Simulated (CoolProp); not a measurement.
n-octane at 306.96 K and 1.28 MPa flows at 0.98 m/s in a round tube of 100 mm bore and 1.5 µm roughness, fully developed (64/Re and Nu = 3.66 if laminar; Colebrook and Gnielinski if turbulent). Each further row changes one setting.

Values from CoolProp's reference Helmholtz-energy equation of state, Beckmüller 2019.

| case | Reynolds number | Darcy friction factor | pressure drop (Pa/m) | heat-transfer coefficient (W/(m² K)) | mass flow (kg/h) |
|---|---|---|---|---|---|
| as stated | 145000 | 0.0168 | 55.7 | 1110 | 19200 |
| velocity 1.96 m/s | 291000 | 0.0147 | 196 | 2050 | 38400 |
| diameter 200 mm | 291000 | 0.0146 | 24.3 | 1020 | 76800 |

Viscosity comes from a separate model (Huber 2004). Thermal conductivity comes from a separate model (Huber 2005).
